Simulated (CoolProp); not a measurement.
Vapour-liquid equilibrium of CH2F2 (R32) (1) + n-butane (2) at 53.05 °C; x and y are mole fractions of (1).

Computed with CoolProp (multi-fluid Helmholtz-energy mixture model, Tillner-Roth 1997 and Bücker 2006; pair parameters Bell 2016).

| x | bubble pressure (kPa) | y at the bubble point | dew pressure at overall composition x (kPa) | liquid density (mol/L) |
|---|---|---|---|---|
| 0.05 | 955.5 | 0.410 | 567.6 | 9.424 |
| 0.125 | 1472 | 0.603 | 621.3 | 9.667 |
| 0.2 | 1866 | 0.679 | 685.4 | 9.913 |
| 0.275 | 2159 | 0.720 | 763.2 | 10.16 |
| 0.35 | 2377 | 0.746 | 859.5 | 10.42 |
| 0.425 | 2545 | 0.764 | 982.1 | 10.68 |
| 0.5 | 2684 | 0.780 | 1144 | 10.97 |
| 0.575 | 2810 | 0.796 | 1367 | 11.29 |
| 0.65 | 2932 | 0.815 | 1694 | 11.67 |
| 0.725 | 3053 | 0.837 | 2199 | 12.15 |
| 0.8 | 3171 | 0.866 | 2835 | 12.78 |
| 0.875 | 3275 | 0.904 | 3199 | 13.65 |
| 0.95 | 3349 | 0.956 | 3344 | 14.81 |

No azeotrope shows between x = 0.05 and 0.95.

Pair parameters are fitted to limited data, so mixtures are less certain than the pure fluids. With so large a gap from Raoult's law the liquid may split in two, which this calculation doesn't test in full.
